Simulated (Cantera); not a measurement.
A perfectly stirred reactor is fed with C2H4 : H2 = 1 : 1 (molar parts), at 0.0267 bar; it is held at 1650 K, and followed from long to short residence time.

Detailed kinetics in Cantera: GRI-Mech 3.0 (53 species, 325 reactions). GRI-Mech 3.0 was tuned for natural gas; its chemistry of ethylene as a main component is partial and can be far from experiment. GRI-Mech 3.0 stops at C3 and has no aromatics, soot or wall deposition, so with more carbon than oxygen in the feed, carbon stays in small species such as C2H2 where larger ones or solid carbon would form. Radical loss at walls, strong at low pressure, is not modelled.

### Question
What does this change do: pressure from 0.0267 bar to 0.000730 bar?

### Answer
```json
[
 {"quantity": "x(C2H4) at τ = 8.80 s", "before": "0.000674", "after": "0.0194"},
 {"quantity": "x(H2) at τ = 8.80 s", "before": "0.665", "after": "0.660"},
 {"quantity": "x(C2H) at τ = 8.80 s", "before": "8.63e-7", "after": "1.92e-7"},
 {"quantity": "x(C2H6) at τ = 8.80 s", "before": "1.91e-8", "after": "3.97e-9"},
 {"quantity": "x(CH4) at τ = 8.80 s", "before": "0.000952", "after": "2.13e-5"},
 {"quantity": "x(C2H4) at τ = 57.0 ms", "before": "0.146", "after": "0.462"},
 {"quantity": "x(H2) at τ = 57.0 ms", "before": "0.618", "after": "0.512"},
 {"quantity": "x(C2H) at τ = 57.0 ms", "before": "5.92e-8", "after": "1.49e-9"},
 {"quantity": "x(C2H6) at τ = 57.0 ms", "before": "6.88e-7", "after": "2.28e-8"},
 {"quantity": "x(CH4) at τ = 57.0 ms", "before": "9.01e-5", "after": "3.20e-7"}
]
```

### Question
What does this change do: H2 1 to 5.6 parts?

### Answer
| quantity | before | after |
|---|---|---|
| x(C2H4) at τ = 8.80 s | 0.000674 | 0.000310 |
| x(H2) at τ = 8.80 s | 0.665 | 0.868 |
| x(C2H) at τ = 8.80 s | 8.63e-7 | 3.07e-7 |
| x(C2H6) at τ = 8.80 s | 1.91e-8 | 1.09e-8 |
| x(CH4) at τ = 8.80 s | 0.000952 | 0.000656 |
| x(C2H4) at τ = 57.0 ms | 0.146 | 0.0493 |
| x(H2) at τ = 57.0 ms | 0.618 | 0.862 |
| x(C2H) at τ = 57.0 ms | 5.92e-8 | 2.06e-8 |
| x(C2H6) at τ = 57.0 ms | 6.88e-7 | 3.64e-7 |
| x(CH4) at τ = 57.0 ms | 9.01e-5 | 5.02e-5 |
